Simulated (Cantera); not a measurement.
Input: 1 mol CH3F, 0.14 mol HCl, held at 3.20 mbar.

Cantera equilibrium calculation (NASA polynomials, part measured and part estimated; ideal gas, pure solids and liquids). Candidate condensed phases: C, C6H6, C7H8, C8H18; 118 gas species. Rates play no part. All values below are at 2125 °C.

Base state: HF 0.425, H2 0.348, H 0.164, HCl 0.0445, Cl 0.0150, C2H2 (acetylene) 0.00241, F 0.000318, C2H 6.50e-5 (mole fractions); condensed: C(graphite).

### Question
What changes in the equilibrium state with this change: HCl from 0.14 to 0.79 mol?

### Answer
```csv
species,before,after
HF,0.425,0.319
H2,0.348,0.279
HCl,0.0445,0.183
Cl,0.0150,0.0690
H,0.164,0.147
C2HCl,2.97e-6,1.22e-5
C2H2 (acetylene),0.00241,0.00193
F,0.000318,0.000267
C2H,6.50e-5,5.82e-5
"C(graphite), mol",0.988,0.987
```
